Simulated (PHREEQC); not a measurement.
# Reverse-osmosis permeate (model solution)

Synthetic water in mg/L, 85 °C, pH 6.44, pe -0.7:

```json
[
 {"constituent": "Na", "mg/L": "1.64"},
 {"constituent": "K", "mg/L": "1.67"},
 {"constituent": "Ca", "mg/L": "4.92"},
 {"constituent": "Mg", "mg/L": "12"},
 {"constituent": "Cl", "mg/L": "5.82"},
 {"constituent": "S(6) as SO4", "mg/L": "3.07"},
 {"constituent": "Alkalinity as HCO3", "mg/L": "27.4"},
 {"constituent": "Li", "mg/L": "0.0412"},
 {"constituent": "Br", "mg/L": "0.328"}
]
```

Valence states are taken as typed.

All values are PHREEQC results (ion-association model, phreeqc.dat), not measurements.

This is a speciation only: nothing precipitates in the calculation.

Problem. Predict the specific conductance, charge-balance error.

Solution. specific conductance 276 µS/cm; charge-balance error 33.6 %.

Problem. In which forms is Mg present?

Solution. Mg+2 98 %, MgSO4 1.4 %, MgHCO3+ 0.7 % of the Mg.

At this temperature some constants are extrapolated from 25 °C, and those without enthalpy data are left unchanged.
